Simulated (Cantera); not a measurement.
Input: 1 mol CuO, 2.4 mol F₂, 2.2 mol H₂, held at 1198.15 K and 21.0 Pa.

Cantera equilibrium calculation (NASA polynomials, part measured and part estimated; ideal gas, pure solids and liquids). Candidate condensed phases: Cu, CuF₂, CuO, Cu(OH)₂, Cu₂O, H₂O; 27 gas species. Kinetics and transport are ignored.

Question: What is the equilibrium state?

Answer: 
| Quantity | Value |
|---|---|
| x(HF) | 0.857 |
| x(CuF) | 0.0728 |
| x(O₂) | 0.0675 |
| x(CuF₂) | 0.00269 |
| x(H₂O) | 0.000110 |
| x(Cu) | 1.53e-5 |
| x(F) | 1.07e-6 |
| n(Cu₂O(s)) | 0.306 mol |
| gas amount | 5.133 mol |
| log10 activity of Cu(s) (absent) | -0.56 |
| log10 activity of CuF₂(l) (absent) | -3.29 |
| log10 activity of Cu(OH)₂(s) (absent) | -11.91 |
